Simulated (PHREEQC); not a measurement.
Make-up at 10 °C: 0.24 mmol/kgw Pb(NO3)2, 9.6 mmol/kgw CaCl2 and 1.16 mmol/kgw HCl. Closed to the air; pH follows from the charge balance.

Equilibrium calculation in PHREEQC: ion-association model, phreeqc.dat.

Precipitation was switched off in this run.

**Question.** Order these Pb species by the share of Pb that they hold, largest first: PbCl2, Pb+2, PbNO3+, PbCl+.

**Answer.** Pb+2 (77 %), PbCl+ (22 %), PbCl2 (0.68 %), PbNO3+ (0.28 %)

The pH is 2.99 and the ionic strength 0.0306 mol/kgw. Away from 25 °C the constants follow the database's enthalpies or fits; those with neither stay at their 25 °C values.
